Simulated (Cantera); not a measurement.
Input: 1 mol B, 0.77 mol HCl, equilibrated at 1450 K and 0.133 bar.

Method: chemical equilibrium by Gibbs-energy minimisation in Cantera with the NASA 1993 tables (ideal gas, pure condensed phases). Candidate condensed phases: B; 13 gas species. The tables' values for BCl2, BCl are old estimates; treat these amounts as uncertain. Gases not in the tables: BHCl2. Equilibrium is a limit: real reactors are often held back by kinetics, nucleation or transport.

Base state: H2 0.398, HCl 0.336, BCl3 0.265, BCl2 0.00116, BCl 0.000179, H 1.63e-5, Cl 1.12e-5 (mole fractions); condensed: B(s).

Q: What changes in the equilibrium state with this change: 0.86 mol N2 added?

A: 
```tsv
species	before	after
HCl	0.336	0.628
N2	0	0.327
H2	0.398	0.0266
BCl3	0.265	0.0177
BCl	0.000179	2.30e-7
BCl2	0.00116	1.08e-5
B(s), mol	0.819	0
BN(s), mol	0	0.980
```
N2 is the only nitrogen source here; it is nearly inert below about 1500 K, so the nitride shown seldom forms there in practice. The tables' values for BCl2 are old estimates; treat these amounts as uncertain. Further candidate phases: BN, NH4Cl.
